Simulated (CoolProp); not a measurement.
R142b along the isotherm 342.3 K: Z from the reference equation and from simpler models built on Tc = 410.3 K, pc = 4.055 MPa, ω = 0.232; each cubic takes its own stable root.

Computed with CoolProp (reference Helmholtz-energy equation of state, Lemmon 2006). It is a short technical equation, of lower accuracy than the large ones.

```tsv
p (MPa)	phase	reference
0.845	gas	0.8483
1.69	liquid	0.06023
2.53	liquid	0.08963
3.38	liquid	0.1191
4.22	liquid	0.1479
5.07	liquid	0.1768
5.91	liquid	0.2051
6.76	liquid	0.2335
7.6	liquid	0.2614
8.45	liquid	0.2894
9.29	liquid	0.3170
10.1	liquid	0.3433
```

Problem. How far does each simpler model (van der Waals, Peng-Robinson) lie from the reference over these 12 states: mean and median of the absolute difference, and the worst?

Solution. 
- van der Waals: mean 145.8 %, median 58.1 %, worst +1155.0 % at 342.3 K and 1.69 MPa
- Peng-Robinson: mean 0.8 %, median 0.8 %, worst -1.8 % at 342.3 K and 10.1 MPa

At some of these states van der Waals gives the other phase, because its saturation line lies elsewhere.
